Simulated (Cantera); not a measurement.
An adiabatic, constant-volume homogeneous reactor starts with H₂ : O₂ : N₂ = 1 : 1.19 : 4.48 (molar parts), at 1175 K and 1.50 bar. Integrator tolerance rtol = 1e-08.

Computed with Cantera and GRI-Mech 3.0 (53 species, 325 reactions).

Q: What does this change do: initial temperature 1175 to 1100 K?

A: 
```
quantity                                                            before                                      after
---------------------------------  ---------------------------------------  -----------------------------------------
time of steepest temperature rise                                  39.6 µs                                    71.0 µs
temperature at 1.00 s                                               2400 K                                     2351 K
equilibrium temperature                                             2400 K                                     2351 K
x(H₂) at 1.00 s                    0.00104 (gas-phase equilibrium 0.00104)  0.000788 (gas-phase equilibrium 0.000788)
x(O₂) at 1.00 s                        0.103 (gas-phase equilibrium 0.103)        0.104 (gas-phase equilibrium 0.104)
x(N₂O) at 1.00 s                   1.14e-6 (gas-phase equilibrium 1.14e-6)    1.07e-6 (gas-phase equilibrium 1.07e-6)
x(NO) at 1.00 s                      0.0128 (gas-phase equilibrium 0.0128)      0.0117 (gas-phase equilibrium 0.0117)
x(OH) at 1.00 s                    0.00842 (gas-phase equilibrium 0.00842)    0.00708 (gas-phase equilibrium 0.00708)
x(O) at 1.00 s                     0.00166 (gas-phase equilibrium 0.00166)    0.00125 (gas-phase equilibrium 0.00125)
```

Q: What does this change do: constant pressure in place of constant volume?

A: 
```tsv
quantity	before	after
time of steepest temperature rise	39.6 µs	40.5 µs
temperature at 1.00 s	2400 K	2197 K
equilibrium temperature	2400 K	2197 K
x(H₂) at 1.00 s	0.00104 (gas-phase equilibrium 0.00104)	0.000449 (gas-phase equilibrium 0.000449)
x(O₂) at 1.00 s	0.103 (gas-phase equilibrium 0.103)	0.106 (gas-phase equilibrium 0.106)
x(N₂O) at 1.00 s	1.14e-6 (gas-phase equilibrium 1.14e-6)	5.57e-7 (gas-phase equilibrium 5.57e-7)
x(NO) at 1.00 s	0.0128 (gas-phase equilibrium 0.0128)	0.00853 (gas-phase equilibrium 0.00856)
x(OH) at 1.00 s	0.00842 (gas-phase equilibrium 0.00842)	0.00474 (gas-phase equilibrium 0.00474)
x(O) at 1.00 s	0.00166 (gas-phase equilibrium 0.00166)	0.000710 (gas-phase equilibrium 0.000710)
```

Q: What does this change do: initial temperature 1175 to 1075 K?

A: 
```csv
quantity,before,after
time of steepest temperature rise,39.6 µs,92.9 µs
temperature at 1.00 s,2400 K,2335 K
equilibrium temperature,2400 K,2335 K
x(H₂) at 1.00 s,0.00104 (gas-phase equilibrium 0.00104),0.000714 (gas-phase equilibrium 0.000714)
x(O₂) at 1.00 s,0.103 (gas-phase equilibrium 0.103),0.104 (gas-phase equilibrium 0.104)
x(N₂O) at 1.00 s,1.14e-6 (gas-phase equilibrium 1.14e-6),1.05e-6 (gas-phase equilibrium 1.05e-6)
x(NO) at 1.00 s,0.0128 (gas-phase equilibrium 0.0128),0.0114 (gas-phase equilibrium 0.0114)
x(OH) at 1.00 s,0.00842 (gas-phase equilibrium 0.00842),0.00666 (gas-phase equilibrium 0.00666)
x(O) at 1.00 s,0.00166 (gas-phase equilibrium 0.00166),0.00113 (gas-phase equilibrium 0.00113)
```
